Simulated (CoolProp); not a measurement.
Aqueous lithium chloride as a coolant, at 11 °C, 1 atm.

Model: Melinder's fits for secondary coolants, in CoolProp.

```json
[
 {"mass %": "1.1", "freezing point (°C)": "-0.8", "density (kg/m³)": "1006", "Prandtl number": "9.40", "conductivity (W/(m K))": "0.579", "viscosity (mPa s)": "(withheld)"},
 {"mass %": "3.4", "freezing point (°C)": "-3.1", "density (kg/m³)": "1019", "Prandtl number": "9.85", "conductivity (W/(m K))": "0.574", "viscosity (mPa s)": "1.41"},
 {"mass %": "5.6", "freezing point (°C)": "-5.8", "density (kg/m³)": "1032", "Prandtl number": "10.3", "conductivity (W/(m K))": "0.569", "viscosity (mPa s)": "(withheld)"},
 {"mass %": "7.9", "freezing point (°C)": "-8.9", "density (kg/m³)": "(withheld)", "Prandtl number": "(withheld)", "conductivity (W/(m K))": "0.564", "viscosity (mPa s)": "1.63"},
 {"mass %": "10.1", "freezing point (°C)": "-12.4", "density (kg/m³)": "1058", "Prandtl number": "11.5", "conductivity (W/(m K))": "(withheld)", "viscosity (mPa s)": "1.76"},
 {"mass %": "12.4", "freezing point (°C)": "-16.9", "density (kg/m³)": "1072", "Prandtl number": "12.2", "conductivity (W/(m K))": "0.555", "viscosity (mPa s)": "1.92"},
 {"mass %": "14.7", "freezing point (°C)": "-23.0", "density (kg/m³)": "1085", "Prandtl number": "(withheld)", "conductivity (W/(m K))": "0.550", "viscosity (mPa s)": "2.10"},
 {"mass %": "16.9", "freezing point (°C)": "-30.5", "density (kg/m³)": "1099", "Prandtl number": "14.0", "conductivity (W/(m K))": "0.546", "viscosity (mPa s)": "2.30"}
]
```

Problem. Complete the blanks.

Solution. 
- 1.1, viscosity (mPa s): 1.32
- 5.6, viscosity (mPa s): 1.51
- 7.9, density (kg/m³): 1046
- 7.9, Prandtl number: 10.9
- 10.1, conductivity (W/(m K)): 0.560
- 14.7, Prandtl number: 13.1
